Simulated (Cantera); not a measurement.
Cantera run:

```python
import numpy as np
import cantera as ct

gas_names = """
    CL2 H BCL3 NH3
""".split()
cond_names = """
    BN(s)
""".split()


# ... load() reads the species with a 1 bar reference pressure and builds the phases ...
species = {s.name: s for s in load("nasa_gas.yaml", gas_names) + load("nasa_condensed.yaml", cond_names)}
# Each term lists the table entries of one substance; the one whose range holds T is used.
reactions = {
    '3 Cl2(g) + 2 BN + 6 H(g) = 2 BCl3(g) + 2 NH3(g)':
        [(-3, ['CL2']), (-2, ['BN(s)']), (-6, ['H']), (2, ['BCL3']), (2, ['NH3'])],
}


def pick(names, T):
    return next(species[n] for n in names if species[n].thermo.min_temp <= T <= species[n].thermo.max_temp)


results = []
for label, terms in reactions.items():
    print(label)
    print("     T/K   dH/kJ  dS/(J/K)   dG/kJ   log10 K")
    for T in [1225, 1275, 1325, 1375, 1425, 1475, 1525]:
        used = [(nu, pick(names, T)) for nu, names in terms]
        dH = sum(nu * s.thermo.h(T) for nu, s in used) / 1e6
        dS = sum(nu * s.thermo.s(T) for nu, s in used) / 1e3
        dG = dH - T * dS / 1e3
        logK = -dG * 1e6 / (ct.gas_constant * T * np.log(10))
        results.append((label, T, dH, dS, dG, logK, [s.name for _, s in used]))
        print(f"{T:8g} {dH:8.1f} {dS:8.1f} {dG:8.1f} {logK:8.2f}")
```

It prints:

```
3 Cl2(g) + 2 BN + 6 H(g) = 2 BCl3(g) + 2 NH3(g)
     T/K   dH/kJ  dS/(J/K)   dG/kJ   log10 K
    1225  -1759.1   -509.2  -1135.3    48.41
    1275  -1761.4   -511.1  -1109.8    45.47
    1325  -1763.6   -512.8  -1084.2    42.74
    1375  -1765.8   -514.4  -1058.5    40.21
    1425  -1767.9   -515.9  -1032.8    37.86
    1475  -1770.0   -517.3  -1006.9    35.66
    1525  -1771.9   -518.6   -981.0    33.60
```

Source: NASA polynomial tables (part measured, part estimated), evaluated in Cantera. Condensed species are held in their standard states even where they would react or evaporate.
